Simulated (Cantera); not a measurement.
A Cantera script and what it prints.

```python
import numpy as np
import cantera as ct

gas_names = """
    H HO2 H2 H2O H2O2 H2S H2SO4 O OH O2 O3 S SH SO SO2 SO3 S2 S2O S8
""".split()
cond_names = """
    H2O(s) H2O(L) H2SO4(L) S(cr1) S(cr2) S(L)
""".split()


def load(file, names, dense=False):
    # The tables refer to 1 bar. Condensed volumes are neglected.
    table = {s.name: s for s in ct.Species.list_from_file(file)}
    out = []
    for n in names:
        d = dict(table[n].input_data)
        d["thermo"] = dict(d["thermo"], **{"reference-pressure": 1e5})
        if dense:
            d["equation-of-state"] = {"model": "constant-volume", "density": "1e6 g/cm^3"}
        out.append(ct.Species.from_dict(d))
    return out


gas = ct.Solution(thermo="ideal-gas", species=load("nasa_gas.yaml", gas_names))
cond = {s.name: ct.Solution(thermo="fixed-stoichiometry", species=[s], name=s.name)
        for s in load("nasa_condensed.yaml", cond_names, dense=True)}
atoms = {
    'SO2': {'S': 1, 'O': 2},
    'H2O': {'H': 2, 'O': 1},
    'O2': {'O': 2},
}
top_T = {}  # K; cautious upper limits of use, not melting points


def equilibrate(T, P, feed):
    n = {}
    for name, mol in feed.items():
        for a, k in atoms[name].items():
            n[a] = n.get(a, 0.0) + k * mol
    gas.TPX = T, P, n
    mass = sum(n.values()) * gas.mean_molecular_weight
    gas.equilibrate("TP")
    valid = [c for c in cond.values() if c.min_temp <= T <= top_T.get(c.name, c.max_temp)]
    mix = ct.Mixture([(gas, mass / gas.mean_molecular_weight)] + [(c, 0.0) for c in valid])
    mix.T, mix.P = T, P
    mix.equilibrate("TP", solver="vcs", rtol=1e-11, max_steps=5000)
    return mix


results = []
feed = {'SO2': 1, 'H2O': 0.041, 'O2': 0.1}  # mol
T = 1448  # K
P = 17000  # Pa
mix = equilibrate(T, P, feed)
results.append((T, P, feed, dict(zip(mix.species_names, mix.species_moles))))
x = sorted(zip(gas.X, gas.species_names), reverse=True)
print(f"T = {T:g} K  P = {P:g} Pa  gas = {mix.phase_moles(0):.4g} mol")
print("   x: " + "  ".join(f"{s} {v:.3e}" for v, s in x if v > 0.001))
print("   condensed (mol): " + ("  ".join(f"{mix.phase(i).name} {mix.phase_moles(i):.4g}"
      for i in range(1, mix.n_phases) if mix.phase_moles(i) > 1e-12) or "none"))
```

Output:

```
T = 1448 K  P = 17000 Pa  gas = 1.138 mol
   x: SO2 8.735e-01  O2 8.527e-02  H2O 3.601e-02  SO3 5.176e-03
   condensed (mol): none
```

Cantera equilibrium calculation (NASA polynomials, part measured and part estimated; ideal gas, pure solids and liquids).
